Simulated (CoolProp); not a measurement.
50 sccm (0 °C, 1 atm) of nitrogen bubbles through liquid ethanol at 334.1 K and leaves saturated at a total pressure of 0.15 MPa (ideal gas phase). Each further row changes one setting.

Model: reference Helmholtz-energy equation of state, Schroeder 2014, in CoolProp.

```
case                      vapour pressure (kPa)  mole fraction of vapour  delivery (mg/min)  delivery (sccm)  change of delivery for a bath 1 K warmer (%)
------------------------  ---------------------  -----------------------  -----------------  ---------------  --------------------------------------------
as stated                                  48.8                    0.325                [?]              [?]                                           6.9
bath temperature 339.1 K                   60.7                    0.404               69.8              [?]                                           7.6
total pressure 0.3 MPa                     48.8                    0.163               19.9             9.70                                           [?]
```

Question: What belongs in the gaps?

Answer: 
- as stated, delivery (mg/min): 49.5
- as stated, delivery (sccm): 24.1
- bath temperature 339.1 K, delivery (sccm): 33.9
- total pressure 0.3 MPa, change of delivery for a bath 1 K warmer (%): 5.5
